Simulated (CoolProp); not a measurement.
Vapour-liquid equilibrium of benzene (1) + o-xylene (2) at 231.15 °C; x and y are mole fractions of (1).

Values from CoolProp's multi-fluid Helmholtz-energy mixture model, Thol 2012 and Zhou 2012; pair parameters Bell 2016.

| x | bubble pressure, mixture model (MPa) | bubble pressure, Raoult's law (MPa) | y, mixture model | y, Raoult's law |
|---|---|---|---|---|
| 0.05 | 0.7055 | 0.7280 | 0.117 | 0.158 |
| 0.2 | 0.9251 | 0.9767 | 0.406 | 0.472 |
| 0.35 | 1.180 | 1.225 | 0.602 | 0.658 |
| 0.5 | 1.443 | 1.474 | 0.733 | 0.781 |
| 0.65 | 1.701 | 1.723 | 0.827 | 0.869 |
| 0.8 | 1.954 | 1.971 | 0.903 | 0.935 |
| 0.95 | 2.213 | 2.220 | 0.975 | 0.985 |

The largest gap from Raoult's law is -5.3 % in bubble pressure, at x = 0.2. No azeotrope shows between x = 0.05 and 0.95.

The pair parameters rest on a limited set of measurements; away from them the model extrapolates.
